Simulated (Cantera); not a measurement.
An isothermal, constant-pressure homogeneous reactor starts with C2H6 : H2 = 1 : 92 (molar parts), at 1400 K and 12.8 Torr. Integrator tolerance rtol = 1e-08.

Model: GRI-Mech 3.0 (53 species, 325 reactions), integrated in Cantera. GRI-Mech 3.0 stops at C3 and has no aromatics, soot or wall deposition, so with more carbon than oxygen in the feed, carbon stays in small species such as C2H2 where larger ones or solid carbon would form. Radical loss at walls, strong at low pressure, is not modelled.

```
quantity                                             before                                      after
-----------------  ----------------------------------------  -----------------------------------------
x(C2H6) at 40.0 s   9.00e-8 (gas-phase equilibrium 3.81e-8)  2.62e-10 (gas-phase equilibrium 1.65e-10)
x(H2) at 40.0 s         0.985 (gas-phase equilibrium 0.987)        0.988 (gas-phase equilibrium 0.988)
x(C2H2) at 40.0 s   0.00576 (gas-phase equilibrium 0.00840)      0.0104 (gas-phase equilibrium 0.0104)
x(H) at 40.0 s      3.49e-5 (gas-phase equilibrium 3.73e-5)    0.00178 (gas-phase equilibrium 0.00179)
x(C2H4) at 40.0 s  8.08e-5 (gas-phase equilibrium 0.000116)    5.80e-6 (gas-phase equilibrium 5.81e-6)
```

Q: Which change was made?
A) C2H6 1 to 0.1 parts
B) pressure from 12.8 Torr to 10.00 Torr
C) pressure from 12.8 Torr to 2.70 Torr
D) temperature 1400 to 1750 K

A: D, temperature 1400 to 1750 K
